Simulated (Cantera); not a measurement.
What does this Cantera script print?

```python
import numpy as np
import cantera as ct

gas = ct.Solution("gri30.yaml")
gas.TPX = 2375, 1000, {'CH4': 0.027, 'H2': 1, 'O2': 0.0037, 'N2': 0.0037}
reactor = ct.IdealGasConstPressureReactor(gas, energy="off", clone=False)
net = ct.ReactorNet([reactor])
net.rtol, net.atol = 1e-08, 1e-18
show = ['CH4', 'H2', 'O2', 'HO2', 'CH3']
times = np.geomspace(0.0003, 10, 9)

steps = ct.SolutionArray(gas, extra=["t"])
rows = []
print(f"{'t/s':>10s}{'T/K':>9s}{'P/Pa':>11s}" + "".join(f"{s:>11s}" for s in show))
for t in times:
    while net.time < t:
        t_next = net.step()
        steps.append(gas.state, t=t_next)
    rows.append([np.interp(t, steps.t, y) for y in (steps.T, steps.P, *steps(*show).X.T)])
    print(f"{t:10.3e}{rows[-1][0]:9.1f}{rows[-1][1]:11.4g}" + "".join(f"{x:11.3e}" for x in rows[-1][2:]))
rate = np.gradient(steps.T, steps.t)
print("integrator steps:", len(steps.t))
if steps.T.max() > steps.T[0] + 200:
    print(f"time of steepest temperature rise: {steps.t[rate.argmax()]:.4e} s")
gas.TPX = 2375, 1000, {'CH4': 0.027, 'H2': 1, 'O2': 0.0037, 'N2': 0.0037}
gas.equilibrate("TP")
print(f"equilibrium (TP): T = {gas.T:.1f} K  " + "  ".join(f"{s} {gas[s].X[0]:.3e}" for s in show))
```

Result:

```
       t/s      T/K       P/Pa        CH4         H2         O2        HO2        CH3
 3.000e-04   2375.0       1000  2.472e-02  9.638e-01  3.269e-03  4.019e-06  1.308e-03
 1.103e-03   2375.0       1000  2.022e-02  9.535e-01  9.798e-04  4.807e-07  4.481e-03
 4.054e-03   2375.0       1000  9.154e-03  9.486e-01  1.625e-08  5.721e-12  3.855e-03
 1.490e-02   2375.0       1000  1.461e-03  9.462e-01  1.695e-09  1.303e-12  8.590e-04
 5.477e-02   2375.0       1000  3.454e-04  9.379e-01  1.285e-09  7.505e-13  2.759e-04
 2.013e-01   2375.0       1000  7.064e-05  9.210e-01  2.037e-11  8.155e-15  8.447e-05
 7.401e-01   2375.0       1000  3.305e-06  8.844e-01  1.000e-20  2.364e-24  6.660e-06
 2.720e+00   2375.0       1000  1.697e-06  8.527e-01  6.406e-21  1.112e-24  4.716e-06
 1.000e+01   2375.0       1000  1.636e-06  8.506e-01  5.848e-21  9.966e-25  4.632e-06
integrator steps: 1931
equilibrium (TP): T = 2375.0 K  CH4 1.553e-06  H2 8.506e-01  O2 3.492e-21  HO2 5.926e-25  CH3 4.397e-06
```

Cantera simulation using GRI-Mech 3.0 (53 species, 325 reactions); the numbers are that mechanism's predictions, not measurements. GRI-Mech 3.0 stops at C3 and has no aromatics, soot or wall deposition, so with more carbon than oxygen in the feed, carbon stays in small species such as C2H2 where larger ones or solid carbon would form. Radical loss at walls, strong at low pressure, is not modelled.
